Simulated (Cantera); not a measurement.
Gas mixture: O2 = 0.7 (molar parts), at 0.0825 Torr, frozen composition.

Cantera's kinetic-theory transport with the Lennard-Jones parameters of GRI-Mech 3.0, ideal gas; thermal conductivity in the mixture-averaged form.

One state of this run: ρ (kg/m³) = 3.02e-5; cp (J/kg/K) = 1134; μ (µPa s) = 59.7; λ (mW/m/K) = 95.7; Pr = 0.707; D (cm²/s) O = 41100; D (cm²/s) NO = 25800; D (cm²/s) H2 = 97800. D: mixture-averaged diffusion coefficient of that species in the mixture.

**Question.** Which value of T (K) does it belong to?
A. 800
B. 1400
C. 1000
D. 400

**Answer.** B, 1400
